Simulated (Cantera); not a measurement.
An isothermal, constant-pressure homogeneous reactor starts with CH4 : H2 = 1 : 4.3 (molar parts), at 1175 K and 0.0263 atm. Integrator tolerance rtol = 1e-08.

Model: GRI-Mech 3.0 (53 species, 325 reactions), integrated in Cantera. GRI-Mech 3.0 stops at C3 and has no aromatics, soot or wall deposition, so with more carbon than oxygen in the feed, carbon stays in small species such as C2H2 where larger ones or solid carbon would form. Radical loss at walls, strong at low pressure, is not modelled.

Question: What does this change do: temperature 1175 to 1950 K?

Answer: 
```json
[
 {"quantity": "x(CH4) at 2.00 s", "before": "0.189 (gas-phase equilibrium 0.155)", "after": "0.000154 (gas-phase equilibrium 0.000136)"},
 {"quantity": "x(H2) at 2.00 s", "before": "0.811 (gas-phase equilibrium 0.831)", "after": "0.914 (gas-phase equilibrium 0.914)"},
 {"quantity": "x(C2H6) at 2.00 s", "before": "4.61e-7 (gas-phase equilibrium 1.90e-5)", "after": "3.23e-10 (gas-phase equilibrium 2.63e-10)"},
 {"quantity": "x(CH2) at 2.00 s", "before": "<1e-12 (gas-phase equilibrium <1e-12)", "after": "2.10e-7 (gas-phase equilibrium 1.84e-7)"},
 {"quantity": "x(C2H) at 2.00 s", "before": "<1e-12 (gas-phase equilibrium 1.23e-12)", "after": "9.17e-6 (gas-phase equilibrium 9.17e-6)"},
 {"quantity": "x(H) at 2.00 s", "before": "2.52e-7 (gas-phase equilibrium 6.89e-7)", "after": "0.00676 (gas-phase equilibrium 0.00676)"}
]
```
